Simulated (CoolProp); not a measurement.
Saturation properties of R227EA (Tc = 374.9 K, pc = 29.25 bar, ω = 0.358).

Values from CoolProp's reference Helmholtz-energy equation of state, Lemmon 2016.

| T (K) | p (bar) | liquid density (kg/m³) | liquid conductivity (mW/(m K)) |
|---|---|---|---|
| 216.3 | 0.1175 | 1676 | 79.9 |
| 221.2 | 0.1605 | 1661 | 78.8 |
| 226 | 0.2144 | 1646 | 77.7 |
| 230.8 | 0.2823 | 1631 | 76.6 |
| 235.6 | 0.3667 | 1615 | 75.4 |
| 240.4 | 0.4704 | 1600 | 74.3 |
| 245.3 | 0.5992 | 1583 | 73.1 |
| 250.1 | 0.7512 | 1567 | 71.9 |
| 254.9 | 0.9323 | 1551 | 70.8 |
| 259.7 | 1.146 | 1534 | 69.6 |
| 264.6 | 1.402 | 1517 | 68.3 |
| 269.4 | 1.694 | 1500 | 67.1 |

It boils at 256.8 K under 1 atm.

Thermal conductivity comes from a separate model (Huber 2003), an estimate that may be off by 10 % or more.
